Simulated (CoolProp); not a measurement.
Properties of dimethyl carbonate along the isobar 5.95 MPa.

Computed with CoolProp (reference Helmholtz-energy equation of state, Zhou 2011).

| T (K) | phase | speed of sound (m/s) | fugacity coefficient |
|---|---|---|---|
| 331.7 | liquid | 1092 | 0.006620 |
| 361.5 | liquid | 981.4 | 0.01873 |
| 391.3 | liquid | 875.8 | 0.04342 |
| 421.1 | liquid | 774.7 | 0.08630 |
| 450.9 | liquid | 675.2 | 0.1519 |
| 480.7 | liquid | 573.2 | 0.2424 |
| 510.6 | liquid | 461.1 | 0.3570 |
| 540.4 | liquid | 324.3 | 0.4888 |
| 570.2 | supercritical | 128.2 | 0.6191 |
| 600 | supercritical | 156.7 | 0.6930 |
